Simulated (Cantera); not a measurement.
A closed system holds: 1 mol CH₃F, 0.022 mol HCl, 2.2 mol H₂, at 477 °C and 0.0150 Torr.

Method: chemical equilibrium by Gibbs-energy minimisation in Cantera with the NASA 1993 tables (ideal gas, pure condensed phases). Candidate condensed phases: C, C₆H₆, C₇H₈, C₈H₁₈; 118 gas species. Equilibrium is a limit: real reactors are often held back by kinetics, nucleation or transport.

Base state: H₂ 0.758, HF 0.237, HCl 0.00521, CH₄ 3.67e-5 (mole fractions); condensed: C(graphite).

Q: What changes in the equilibrium state with this change: pressure from 0.0150 Torr to 225 Torr?

A: 
```json
[
 {"species": "H₂", "before": "0.758", "after": "0.482"},
 {"species": "HF", "before": "0.237", "after": "0.290"},
 {"species": "CH₄", "before": "3.67e-5", "after": "0.222"},
 {"species": "HCl", "before": "0.00521", "after": "0.00637"},
 {"species": "C(graphite), mol", "before": "1.000", "after": "0.232"}
]
```
